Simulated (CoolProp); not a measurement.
A single-stage vapour-compression cycle with the fluid: evaporating at 194.15 K (dew point), condensing at 222.15 K (bubble point), superheat 2 K, subcooling 8 K, compressor efficiency 0.6, no pressure losses. The same conditions are run with several fluids, on thermodynamics alone (safety and materials aside).

Computed with CoolProp (reference Helmholtz-energy equation of state of each fluid (carbonyl sulfide: Lemmon 2006; R115: Lemmon 2016; R143a: Lemmon and Jacobsen 2000; hydrogen chloride: Thol 2018; propane: Lemmon 2009; R13: Platzer 1990)). The equations of Platzer and Polt are older, rougher fits.

| fluid | cooling COP | pressure ratio | discharge temperature (K) | refrigerating effect (kJ/kg) | volumetric capacity (kJ/m³) |
|---|---|---|---|---|---|
| carbonyl sulfide | 3.75 | 4.59 | 321.6 | 305 | 241 |
| R115 | 3.95 | 5.23 | 248.2 | 123 | 130 |
| R143a | 3.91 | 5.02 | 269.5 | 223 | 196 |
| hydrogen chloride | 3.65 | 3.60 | 334.2 | 405 | 1320 |
| propane | 3.92 | 4.83 | 273.8 | 421 | 160 |
| R13 | 3.86 | 3.50 | 261.3 | 131 | 1010 |
